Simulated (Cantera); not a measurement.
Input (Python, Cantera):

```python
import numpy as np
import cantera as ct

gas = ct.Solution("gri30.yaml")
gas.TPX = 300, 250000, {'CO': 0.75, 'H2': 0.071, 'CH4': 0.31, 'O2': 1.19, 'N2': 5.12}
flame = ct.FreeFlame(gas, width=0.021)
flame.set_refine_criteria(ratio=3, slope=0.08, curve=0.16)
flame.transport_model = "mixture-averaged"
flame.solve(loglevel=0, auto=True)
z, T = flame.grid, flame.T
thick = (T[-1] - T[0]) / np.gradient(T, z).max()
show = ['CO', 'H2', 'CH4', 'CH2CO', 'O', 'CH2O']
print(f"laminar burning velocity  {flame.velocity[0] * 100:.3f} cm/s")
print(f"burnt temperature         {T[-1]:.1f} K")
print(f"thermal thickness         {thick * 1e3:.4f} mm")
print(f"grid points               {len(z)}")
z0 = z[flame.heat_release_rate.argmax()]
print(f"{'z/mm':>9s}{'T/K':>9s}{'u/(m/s)':>9s}" + "".join(f"{s:>11s}" for s in show))
rows = []
for k in (-3, -2, -1.5, -1, -0.5, -0.25, 0, 0.25, 0.5, 1, 2, 4, 8):
    zz = z0 + k * thick
    rows.append([k * thick, np.interp(zz, z, T), np.interp(zz, z, flame.velocity),
                 *(np.interp(zz, z, flame.X[gas.species_index(s)]) for s in show)])
    print(f"{rows[-1][0] * 1e3:9.3f}{rows[-1][1]:9.1f}{rows[-1][2]:9.3f}" + "".join(f"{x:11.3e}" for x in rows[-1][3:]))
```

Result:

```
laminar burning velocity  26.426 cm/s
burnt temperature         2095.6 K
thermal thickness         0.2468 mm
grid points               135
     z/mm      T/K  u/(m/s)         CO         H2        CH4      CH2CO          O       CH2O
   -0.740    300.1    0.264  1.008e-01  9.481e-03  4.166e-02  1.425e-11  2.229e-13  5.386e-09
   -0.494    301.0    0.265  1.008e-01  9.325e-03  4.164e-02  4.617e-10  7.212e-12  1.404e-07
   -0.370    305.8    0.269  1.008e-01  9.096e-03  4.150e-02  5.077e-09  7.129e-11  1.276e-06
   -0.247    343.4    0.302  1.002e-01  8.590e-03  4.036e-02  8.757e-08  1.536e-09  1.689e-05
   -0.123    677.1    0.597  9.426e-02  7.682e-03  3.019e-02  2.664e-06  9.379e-07  2.970e-04
   -0.062   1077.0    0.946  8.563e-02  7.183e-03  1.719e-02  9.879e-06  5.285e-05  4.951e-04
    0.000   1480.5    1.288  7.062e-02  5.932e-03  3.642e-03  1.183e-05  8.874e-04  2.647e-04
    0.062   1677.9    1.442  4.864e-02  3.880e-03  1.483e-04  8.790e-07  2.674e-03  2.059e-05
    0.123   1775.7    1.513  3.343e-02  3.236e-03  3.162e-06  1.908e-08  2.917e-03  5.467e-07
    0.247   1883.5    1.592  2.079e-02  2.720e-03  1.453e-09  1.070e-11  2.228e-03  3.974e-10
    0.494   1975.0    1.660  1.311e-02  1.798e-03  9.153e-15  1.546e-16  1.260e-03  2.386e-11
    0.987   2037.7    1.706  7.575e-03  9.917e-04  1.392e-18  2.882e-20  6.135e-04  6.990e-12
    1.974   2074.3    1.732  3.949e-03  5.071e-04  1.644e-19  1.756e-21  2.916e-04  1.875e-12
```

Model: GRI-Mech 3.0 (53 species, 325 reactions), integrated in Cantera. Burning velocities carry a grid error of a few per cent, more on coarse grids.
